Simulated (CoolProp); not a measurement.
Aqueous sodium chloride as a coolant, 20 % by mass, freezing at -16.5 °C, 1 atm.

Model: Melinder's fits for secondary coolants, in CoolProp.

```tsv
T (°C)	cp (kJ/(kg K))	density (kg/m³)	Prandtl number	conductivity (W/(m K))
-11.1	3.362	1161	25.3	0.531
-3.5	3.377	1158	18.9	0.542
4.1	3.390	1155	14.5	0.554
11.6	3.401	1152	11.4	0.565
19.2	3.410	1148	9.23	0.577
26.8	3.417	1144	7.65	0.589
34.4	3.421	1141	6.51	0.600
```
